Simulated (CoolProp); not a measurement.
A Linde-Hampson liquefier for dry air: isothermal reversible compression at 300 K from 1 atm to 25 MPa, throttling to 1 atm, return gas leaving the recuperator 5 K below the feed. Each further row changes one setting.

Model: reference Helmholtz-energy equation of state, Lemmon 2000, in CoolProp. It is a pseudo-pure fit of the blend.

| case | liquid yield per pass | compression work (kJ/kg of gas) |
|---|---|---|
| as stated | 0.081 | 474 |
| high pressure 50 MPa | 0.093 | 544 |
| warm-end temperature 330 K | 0.057 | 525 |
| warm-end gap 10 K | 0.070 | 474 |
